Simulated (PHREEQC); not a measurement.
**Brine**

Make-up at 25 °C: 0.26 mol/kgw Na2SO4, 0.24 mol/kgw K2SO4 and 0.056 mol/kgw KBr. Closed to the air; pH follows from the charge balance.

Equilibrium calculation in PHREEQC: Pitzer model, pitzer.dat.

Each row changes one thing in this solution. No solid was allowed to form.

```json
[
 {"case": "as made", "pH": "7.37", "HSO4- (mol/kgw)": "2.86e-7", "SI of Arcanite (K2SO4)": "-0.76", "SI of Misenite (K8H6(SO4)7)": "-48.29"},
 {"case": "0.0044 mol/kgw KOH added", "pH": "(withheld)", "HSO4- (mol/kgw)": "2.45e-11", "SI of Arcanite (K2SO4)": "-0.75", "SI of Misenite (K8H6(SO4)7)": "-72.66"},
 {"case": "K2SO4 left out", "pH": "7.29", "HSO4- (mol/kgw)": "2.27e-7", "SI of Arcanite (K2SO4)": "-2.70", "SI of Misenite (K8H6(SO4)7)": "(withheld)"},
 {"case": "Na2SO4 left out", "pH": "7.33", "HSO4- (mol/kgw)": "2.26e-7", "SI of Arcanite (K2SO4)": "-0.74", "SI of Misenite (K8H6(SO4)7)": "-48.29"},
 {"case": "KBr replaced by HBr at the same molality", "pH": "2.17", "HSO4- (mol/kgw)": "0.0416", "SI of Arcanite (K2SO4)": "-0.87", "SI of Misenite (K8H6(SO4)7)": "-17.60"}
]
```

Some entries are withheld; supply them.


- 0.0044 mol/kgw KOH added, pH: 11.44
- K2SO4 left out, SI of Misenite (K8H6(SO4)7): -55.92

Complexes and solids missing from the database can't appear.
